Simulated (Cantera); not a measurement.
Cantera run, input and output.

```python
import numpy as np
import cantera as ct

gas = ct.Solution("gri30.yaml")
gas.TPX = 1350, 15000, {'H2': 1.8, 'O2': 1, 'N2': 2, 'H2O': 0.044}
reactor = ct.IdealGasConstPressureReactor(gas, energy="off", clone=False)
net = ct.ReactorNet([reactor])
net.rtol, net.atol = 1e-08, 1e-18
show = ['H2', 'O2', 'HO2', 'H2O2', 'NO', 'H']
times = np.geomspace(3e-05, 60, 15)

steps = ct.SolutionArray(gas, extra=["t"])
rows = []
print(f"{'t/s':>10s}{'T/K':>9s}{'P/Pa':>11s}" + "".join(f"{s:>11s}" for s in show))
for t in times:
    while net.time < t:
        t_next = net.step()
        steps.append(gas.state, t=t_next)
    rows.append([np.interp(t, steps.t, y) for y in (steps.T, steps.P, *steps(*show).X.T)])
    print(f"{t:10.3e}{rows[-1][0]:9.1f}{rows[-1][1]:11.4g}" + "".join(f"{x:11.3e}" for x in rows[-1][2:]))
rate = np.gradient(steps.T, steps.t)
print("integrator steps:", len(steps.t))
if steps.T.max() > steps.T[0] + 200:
    print(f"time of steepest temperature rise: {steps.t[rate.argmax()]:.4e} s")
gas.TPX = 1350, 15000, {'H2': 1.8, 'O2': 1, 'N2': 2, 'H2O': 0.044}
gas.equilibrate("TP")
print(f"equilibrium (TP): T = {gas.T:.1f} K  " + "  ".join(f"{s} {gas[s].X[0]:.3e}" for s in show))
```

Output:

```
       t/s      T/K       P/Pa         H2         O2        HO2       H2O2         NO          H
 3.000e-05   1350.0    1.5e+04  3.716e-01  2.064e-01  3.302e-07  4.733e-09  2.714e-16  3.766e-06
 8.457e-05   1350.0    1.5e+04  3.564e-01  2.001e-01  1.254e-05  1.865e-07  4.120e-10  8.829e-03
 2.384e-04   1350.0    1.5e+04  5.420e-02  6.506e-02  1.340e-05  1.706e-06  7.972e-06  1.246e-01
 6.720e-04   1350.0    1.5e+04  3.624e-02  4.649e-02  1.176e-05  2.083e-06  1.728e-05  4.335e-02
 1.894e-03   1350.0    1.5e+04  1.400e-02  3.182e-02  8.445e-06  1.701e-06  2.006e-05  7.343e-03
 5.339e-03   1350.0    1.5e+04  3.188e-03  2.644e-02  5.210e-06  8.418e-07  2.047e-05  6.767e-04
 1.505e-02   1350.0    1.5e+04  4.906e-04  2.540e-02  1.718e-06  2.639e-07  2.051e-05  3.923e-05
 4.243e-02   1350.0    1.5e+04  7.354e-05  2.531e-02  3.316e-07  6.567e-08  2.051e-05  2.333e-06
 1.196e-01   1350.0    1.5e+04  1.448e-05  2.532e-02  7.113e-08  1.712e-08  2.051e-05  2.120e-07
 3.371e-01   1350.0    1.5e+04  4.023e-06  2.533e-02  2.468e-08  5.485e-09  2.052e-05  3.188e-08
 9.503e-01   1350.0    1.5e+04  1.833e-06  2.533e-02  1.696e-08  2.662e-09  2.052e-05  9.876e-09
 2.679e+00   1350.0    1.5e+04  1.561e-06  2.534e-02  1.629e-08  2.290e-09  2.052e-05  7.753e-09
 7.551e+00   1350.0    1.5e+04  1.558e-06  2.534e-02  1.629e-08  2.286e-09  2.052e-05  7.733e-09
 2.129e+01   1350.0    1.5e+04  1.558e-06  2.534e-02  1.629e-08  2.286e-09  2.052e-05  7.733e-09
 6.000e+01   1350.0    1.5e+04  1.558e-06  2.534e-02  1.629e-08  2.286e-09  2.052e-05  7.733e-09
integrator steps: 1947
equilibrium (TP): T = 1350.0 K  H2 1.560e-06  O2 2.527e-02  HO2 1.626e-08  H2O2 2.283e-09  NO 1.515e-04  H 7.738e-09
```

Cantera simulation using GRI-Mech 3.0 (53 species, 325 reactions); the numbers are that mechanism's predictions, not measurements. The temperature is held fixed by assumption; the heat of reaction is taken as removed at once.
